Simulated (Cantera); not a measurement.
Input (Python, Cantera):

```python
import numpy as np
import cantera as ct

gas = ct.Solution("h2o2.yaml")
gas.TPX = 600, 101325, {'H2': 1, 'O2': 0.333, 'N2': 1.25}
flame = ct.FreeFlame(gas, width=0.04)
flame.set_refine_criteria(ratio=3, slope=0.08, curve=0.16)
flame.transport_model = "unity-Lewis-number"
flame.solve(loglevel=0, auto=True)
z, T = flame.grid, flame.T
thick = (T[-1] - T[0]) / np.gradient(T, z).max()
show = ['H2', 'O2', 'H2O2', 'OH', 'H', 'H2O']
print(f"laminar burning velocity  {flame.velocity[0] * 100:.3f} cm/s")
print(f"burnt temperature         {T[-1]:.1f} K")
print(f"thermal thickness         {thick * 1e3:.4f} mm")
print(f"grid points               {len(z)}")
z0 = z[flame.heat_release_rate.argmax()]
print(f"{'z/mm':>9s}{'T/K':>9s}{'u/(m/s)':>9s}" + "".join(f"{s:>11s}" for s in show))
rows = []
for k in (-3, -2, -1.5, -1, -0.5, -0.25, 0, 0.25, 0.5, 1, 2, 4, 8):
    zz = z0 + k * thick
    rows.append([k * thick, np.interp(zz, z, T), np.interp(zz, z, flame.velocity),
                 *(np.interp(zz, z, flame.X[gas.species_index(s)]) for s in show)])
    print(f"{rows[-1][0] * 1e3:9.3f}{rows[-1][1]:9.1f}{rows[-1][2]:9.3f}" + "".join(f"{x:11.3e}" for x in rows[-1][3:]))
```

Result:

```
laminar burning velocity  561.399 cm/s
burnt temperature         2446.8 K
thermal thickness         0.3653 mm
grid points               128
     z/mm      T/K  u/(m/s)         H2         O2       H2O2         OH          H        H2O
   -1.096    600.0    5.614  3.871e-01  1.289e-01  1.132e-11  2.571e-15  1.599e-14  9.830e-09
   -0.731    600.0    5.614  3.871e-01  1.289e-01  3.307e-10  5.690e-13  3.518e-12  2.873e-07
   -0.548    600.0    5.614  3.871e-01  1.289e-01  2.460e-09  1.002e-11  6.207e-11  2.138e-06
   -0.365    600.4    5.618  3.871e-01  1.289e-01  5.737e-08  1.187e-09  9.018e-09  5.033e-05
   -0.183    631.4    5.896  3.838e-01  1.270e-01  2.905e-06  1.479e-05  7.013e-05  3.966e-03
   -0.091    851.1    7.840  3.531e-01  1.118e-01  5.121e-06  4.407e-04  5.444e-03  3.710e-02
    0.000   1289.5   11.563  2.319e-01  5.889e-02  2.410e-06  3.080e-03  5.308e-02  1.440e-01
    0.091   1575.9   13.871  1.355e-01  1.687e-02  1.687e-06  7.846e-03  9.288e-02  2.257e-01
    0.183   1714.8   14.935  1.205e-01  7.549e-03  1.121e-06  1.020e-02  9.016e-02  2.452e-01
    0.365   1864.8   16.044  1.242e-01  4.777e-03  6.101e-07  1.151e-02  7.392e-02  2.541e-01
    0.731   2017.5   17.141  1.302e-01  3.201e-03  3.139e-07  1.161e-02  5.605e-02  2.623e-01
    1.461   2158.2   18.122  1.353e-01  1.885e-03  1.688e-07  1.048e-02  4.008e-02  2.709e-01
    2.922   2274.2   18.911  1.392e-01  9.610e-04  9.676e-08  8.420e-03  2.711e-02  2.787e-01
```

Cantera simulation using the H2/O2 subset of GRI-Mech 3.0, which has no nitrogen chemistry; the numbers are that mechanism's predictions, not measurements. Unity Lewis numbers drop preferential diffusion, which matters most where H2 and H carry the flame. Burning velocities carry a grid error of a few per cent, more on coarse grids.
